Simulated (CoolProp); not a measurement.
Vapour-liquid equilibrium of m-xylene (1) + n-decane (2) at 8.93 bar; x and y are mole fractions of (1).

The numbers come from the multi-fluid Helmholtz-energy mixture model, Zhou 2012 and Lemmon 2006; pair parameters Bell 2016 in CoolProp.

| x | bubble temperature (K) | y at the bubble point | dew temperature at overall composition x (K) | liquid density (mol/L) |
|---|---|---|---|---|
| 0.05 | 555.2 | 0.074 | [?] | 3.437 |
| 0.2 | [?] | 0.279 | 550.8 | 3.734 |
| 0.35 | 541.3 | [?] | 545.3 | 4.058 |
| 0.5 | [?] | 0.613 | [?] | 4.416 |
| 0.65 | 529.3 | 0.749 | [?] | 4.817 |
| 0.8 | 523.8 | 0.867 | [?] | 5.269 |
| 0.95 | 518.6 | 0.969 | 519.6 | 5.783 |

Question: What belongs in the gaps?

Answer: 
- 0.05, dew temperature at overall composition x (K): 556.0
- 0.2, bubble temperature (K): 548.0
- 0.35, y at the bubble point: 0.457
- 0.5, bubble temperature (K): 535.1
- 0.5, dew temperature at overall composition x (K): 539.6
- 0.65, dew temperature at overall composition x (K): 533.5
- 0.8, dew temperature at overall composition x (K): 527.0

No azeotrope shows between x = 0.05 and 0.95.

The pair parameters rest on a limited set of measurements; away from them the model extrapolates.
